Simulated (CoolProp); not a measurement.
A closed Brayton cycle with carbon dioxide: compressor inlet 321.15 K and 9.9 MPa, high pressure 21 MPa, turbine inlet 975 K, compressor efficiency 0.8, turbine efficiency 0.93, recuperator effectiveness 0.8 (on enthalpy, no pinch check). Each further row changes one setting.

Computed with CoolProp (reference Helmholtz-energy equation of state, Span 1996).

```
case                           thermal efficiency (%)  net work (kJ/kg)  compressor to turbine work  compressor exit (K)  turbine exit (K)
-----------------------------  ----------------------  ----------------  --------------------------  -------------------  ----------------
as stated                                        28.7              96.5                        0.23                365.8             870.3
turbine inlet 925 K                              28.2              89.7                        0.24                365.8             823.9
compressor inlet 331.15 K                        28.3              87.9                        0.30                390.0             870.3
high pressure 17.8 MPa                           25.1              77.5                        0.21                355.7             892.8
recuperator effectiveness 0.5                    18.6              96.5                        0.23                365.8             870.3
```
